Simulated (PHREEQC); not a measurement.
# Metal-bearing waste water

Consider water at 25 °C with 0.0092 mol/kgw FeSO4, 0.0074 mol/kgw H3AsO4 and 0.016 mol/kgw HCl. Closed to the air; pH follows from the charge balance.

Model: ion-association model, wateq4f.dat, run in PHREEQC.

```json
{
  "pH": "1.89",
  "ionic_strength": "0.0423 mol/kgw",
  "total_alkalinity": "-23.4 meq/kg"
}
```

| species | molality | activity | log γ |
|---|---|---|---|
| Cl- | 0.0159 | 0.0131 | -0.084 |
| H+ | 0.0150 | 0.0129 | -0.065 |
| Fe+2 | 0.00755 | 0.00380 | -0.299 |
| H3AsO4 | 0.00503 | 0.00508 | 0.004 |
| SO4-2 | 0.00441 | 0.00213 | -0.315 |
| HSO4- | 0.00322 | 0.00268 | -0.080 |
| H2AsO4- | 0.00237 | 0.00197 | -0.081 |
| FeSO4 | 0.00143 | 0.00144 | 0.004 |
| FeHSO4+ | 0.000147 | 0.000122 | -0.081 |
| FeCl+ | 8.23e-5 | 6.87e-5 | -0.078 |
| HAsO4-2 | 2.22e-8 | 1.06e-8 | -0.322 |

This is a speciation only: nothing precipitates in the calculation.
